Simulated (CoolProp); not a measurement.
Vapour-liquid equilibrium of methanol (1) + n-undecane (2) at 121.15 °C; x and y are mole fractions of (1).

Values from CoolProp's multi-fluid Helmholtz-energy mixture model, de Reuck 1993 and Aleksandrov 2011; pair parameters Bell 2016.

Q: Give the bubble pressure and the first vapour's composition at x = 0.05, 0.35, 0.65. Is there an azeotrope?

A: x = 0.05: 0.02034 MPa, y = 0.515; x = 0.35: 0.3912 MPa, y = 0.984; x = 0.65: 0.5809 MPa, y = 0.990. No azeotrope shows between x = 0.05 and 0.95.

Pair parameters are fitted to limited data, so mixtures are less certain than the pure fluids. The gap from Raoult's law changes sign with composition, which may be real or a fault of the pair parameters; it wasn't checked against measurements. With so large a gap from Raoult's law the liquid may split in two, which this calculation doesn't test in full.
